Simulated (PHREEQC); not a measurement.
PHREEQC input (ion-association model, wateq4f.dat):

```
SOLUTION_MASTER_SPECIES
  An  An-  0  An  62.0  # stands for a non-complexing anion
SOLUTION_SPECIES
  An- = An-
    -log_k 0
    -gamma 3.0 0
PHASES
  Fix_H+
    H+ = H+
    -log_k 0
SOLUTION 1
  temp 25
  units mmol/kgw
  pH 7 charge
  S(6) 0.84
  Cu(2) 0.84
  Na 300
  An 300
END
SELECTED_OUTPUT 1
  -reset false
  -pH true
  -pe true
  -ionic_strength true
  -water true
  -totals Cu Na S Cu(1) Cu(2) S(-2) S(6)
  -molalities Hfo_wOH Hfo_wOH2+ Hfo_wO- Hfo_sOH Hfo_sOH2+ Hfo_sO- Hfo_wSO4- Hfo_wOHSO4-2 Hfo_sOCu+ Hfo_wOCu+
  -saturation_indices Cu(OH)2 Brochantite Antlerite Mirabilite Chalcanthite
USER_PUNCH 1
  -headings sigma psi
  10 PUNCH EDL("sigma", "Hfo"), EDL("psi", "Hfo")
PRINT
  -reset false
USE solution 1
SURFACE 1
  Hfo_wOH 0.00094382 600 0.42
  Hfo_sOH 2.35955e-05
EQUILIBRIUM_PHASES 1
  Fix_H+ -4 HAn 10
    -force_equality true
  O2(g) -0.68 10
END
# ... the last block is repeated for the other 12 points of pH, with NaOH or the acid as the point needs
```

Selected output (columns that matter, 13 of 13 rows; pH added in front):

```
pH	mu	Cu	Na	S	m_Hfo_wOH	m_Hfo_wOH2+	m_Hfo_wO-	si_Cu(OH)2	si_Brochantite	si_Antlerite	si_Mirabilite	si_Chalcanthite	sigma	psi
4	0.30309	0.0008253	0.3	0.00059697	1.1265e-05	0.00068619	4.2365e-09	-4.2736	-9.835	-7.1514	-4.227	-4.9767	0.177	0.089046
4.67	0.30279	0.00075772	0.3	0.00061679	4.4662e-05	0.00061592	7.4192e-08	-2.9707	-5.9482	-4.5675	-4.2115	-4.9984	0.1716	0.087575
5.33	0.30187	0.00045077	0.3	0.00066613	0.00010073	0.00030268	7.6792e-07	-1.8767	-2.8568	-2.5701	-4.176	-5.189	0.17171	0.087679
6	0.30166	0.00017969	0.30057	0.00070726	0.00010873	6.1177e-05	4.4274e-06	-0.9416	-0.4291	-1.0776	-4.1473	-5.5668	0.18419	0.091087
6.67	0.30159	8.612e-05	0.30078	0.00072844	7.6813e-05	7.7799e-06	1.7374e-05	0.0136	2.0647	0.4611	-4.1335	-5.9384	0.20165	0.095505
7.33	0.3016	8.0606e-05	0.30093	0.00075377	5.9108e-05	1.3041e-06	6.1375e-05	0.7925	3.8755	1.4929	-4.1181	-6.4645	0.20211	0.095617
8	0.30175	0.00015488	0.30117	0.00080132	5.7903e-05	4.1458e-07	0.00018527	1.244	4.3679	1.5339	-4.091	-7.3265	0.16198	0.084895
8.67	0.30192	0.00025459	0.30142	0.00083404	5.3938e-05	2.0709e-07	0.00032183	1.4745	3.9673	0.9027	-4.0731	-8.4187	0.096426	0.06127
9.33	0.30203	0.0003284	0.3016	0.00083949	4.9612e-05	1.3907e-07	0.00040546	1.5863	3.0971	-0.0792	-4.0699	-9.6243	0.040276	0.030309
10	0.30221	0.00038577	0.30183	0.00083995	4.6145e-05	1.0451e-07	0.00046675	1.6561	2.0364	-1.2097	-4.0692	-10.894	-0.0048337	-0.0038473
10.67	0.30281	0.00044597	0.3025	0.00083998	4.2508e-05	7.8012e-08	0.00053061	1.7178	0.9425	-2.3653	-4.068	-12.173	-0.052344	-0.038078
11.33	0.30537	0.00052913	0.30514	0.00083999	3.741e-05	5.1811e-08	0.00061881	1.7852	-0.1097	-3.485	-4.0633	-13.428	-0.118	-0.069889
12	0.31725	0.00065564	0.31714	0.00083999	2.9192e-05	2.5916e-08	0.00075326	1.8347	-1.2608	-4.6855	-4.0428	-14.729	-0.21805	-0.098099
```

Along this series the solution becomes supersaturated in solids that the run did not let form, among them Cu(OH)2, Brochantite, Antlerite. The database's constant for dissolved Cu(OH)2 is higher than later reviews accept.
